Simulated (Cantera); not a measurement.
Input: 1 mol Al(CH3)3, 4.8 mol NH3, 54 mol N2, held at 0.100 bar.

Cantera equilibrium calculation (NASA polynomials, part measured and part estimated; ideal gas, pure solids and liquids). Candidate condensed phases: Al, AlN, C, C6H6, C7H8, C8H18; 97 gas species. The feed counts by its element totals alone. Equilibrium is a limit: real reactors are often held back by kinetics, nucleation or transport.

x: gas mole fraction; n: condensed amount in mol.

```tsv
T (K)	x N2	x H2	x HCN	x Al	n AlN(s)	n C(graphite)
825	0.829	0.168	6.44e-8	<1e-12	1.00	2.83
925	0.827	0.172	(withheld)	<1e-12	1.00	2.95
1025	0.827	0.173	2.90e-6	<1e-12	1.00	2.98
1125	0.827	0.173	1.16e-5	<1e-12	1.00	2.99
1225	0.827	0.173	3.70e-5	<1e-12	1.00	2.99
1325	0.827	0.173	9.87e-5	2.50e-12	1.00	2.99
1425	0.827	0.173	0.000229	1.46e-10	1.00	2.98
1525	0.827	0.173	0.000475	4.97e-9	1.00	2.97
1625	0.826	0.173	0.000900	1.09e-7	1.000	2.94
1725	0.826	0.172	0.00158	1.66e-6	1.000	2.89
1825	0.825	0.171	(withheld)	(withheld)	0.999	2.81
1925	0.824	0.170	0.00406	0.000163	0.989	2.70
2025	0.822	0.168	0.00604	0.00114	0.920	2.55
2125	0.815	0.164	0.00856	0.00667	0.530	2.33
```

**Question.** Fill in the missing entries.

**Answer.** 
- 925, x HCN: 5.33e-7
- 1825, x HCN: 0.00260
- 1825, x Al: 1.87e-5
